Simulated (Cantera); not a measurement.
**Ignition delay**

Mixture: 27.2 % H₂, 15.8 % O₂, 56.9 % N₂, at 1.01 bar, adiabatic and at constant pressure. Ignition delay is the time to a rise of 400 K.

Cantera simulation using the H2/O2 subset of GRI-Mech 3.0, which has no nitrogen chemistry; the numbers are that mechanism's predictions, not measurements. Below about 950 K walls govern HO2 and H2O2 in real vessels.

| T0 (K) | delay (ms) |
|---|---|
| 875 | 724 |
| 925 | 67.6 |
| 975 | 0.682 |
| 1025 | 0.190 |
| 1075 | 0.107 |
| 1125 | 0.0714 |
| 1175 | 0.0521 |

```yaml
apparent activation energy between 1075 and 1175 K: 75 kJ/mol
```
